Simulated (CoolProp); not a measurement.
Tetradecamethylhexasiloxane (MD4M) along the isobar 0.981 MPa: density (kg/m³) from the reference equation and from simpler models built on Tc = 380.0 °C, pc = 0.8286 MPa, ω = 0.800; each cubic takes its own stable root.

Values from CoolProp's reference Helmholtz-energy equation of state, Thol 2019.

```tsv
T (°C)	phase	reference	van der Waals	Redlich-Kwong	Peng-Robinson
281.55	liquid	617.6	363.4	497.0	625.5
285.95	liquid	611.7	360.6	491.8	…
290.25	liquid	605.7	…	486.5	611.9
294.65	liquid	599.5	354.9	480.9	604.7
298.95	liquid	593.3	351.9	…	597.4
303.35	liquid	586.9	348.8	469.6	589.6
307.65	liquid	580.3	345.8	463.8	581.7
312.05	liquid	573.5	342.5	457.7	573.3
316.35	liquid	566.6	339.3	…	564.8
320.75	liquid	559.3	335.8	445.2	555.8
325.05	liquid	552.0	332.4	438.7	546.5
329.45	liquid	544.1	…	431.8	536.6
333.75	liquid	536.1	325.0	424.9	526.4
338.15	liquid	527.6	321.1	417.5	515.5
342.45	liquid	518.8	317.1	410.0	504.2
346.85	liquid	509.2	312.9	402.0	492.0
```

Question: Fill in the missing entries.

Answer: 
- 285.95, Peng-Robinson: 618.8
- 290.25, van der Waals: 357.8
- 298.95, Redlich-Kwong: 475.4
- 316.35, Redlich-Kwong: 451.6
- 329.45, van der Waals: 328.7
